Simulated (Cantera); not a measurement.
Charge: 1 mol SiC, 3 mol H₂O, 57 mol N₂, 0.56 mol O₂, at 140000 Pa.

Equilibrium computed with Cantera from the NASA thermochemical tables; the gas is ideal and each condensed phase is pure. Candidate condensed phases: C, C₆H₆, C₇H₈, C₈H₁₈, H₂O, Si, SiC, SiO₂, Si₂N₂O, Si₃N₄; 151 gas species. The tables hold silica as quartz up to 1696 K and as liquid above; real silica turns to tridymite and cristobalite and melts near 1996 K. Gases not in the tables: Si(OH)₄. The numbers say what is thermodynamically allowed, not how fast it happens.

**Question.** Which condensed phases are stable at each of these points (T (K)): 1100, 1200, 1300, 1400, 1500, 1600, 1700, 1800, 1900, 2000, 2100?

**Answer.** 
```tsv
T (K)	condensed phases	Si condensed (%)
1100	SiO₂(β-quartz)	100.0
1200	SiO₂(β-quartz)	100.0
1300	SiO₂(β-quartz)	100.0
1400	SiO₂(β-quartz)	100.0
1500	SiO₂(β-quartz)	100.0
1600	SiO₂(β-quartz)	100.0
1700	SiO₂(condensed)	100.0
1800	SiO₂(condensed)	100.0
1900	SiO₂(condensed)	99.9
2000	SiO₂(l)	99.4
2100	SiO₂(l)	97.4
```

From 1100 K to 1600 K the condensed part is SiO₂(β-quartz). From 1700 K to 1900 K the condensed part is SiO₂(condensed). From 2000 K to 2100 K the condensed part is SiO₂(l).
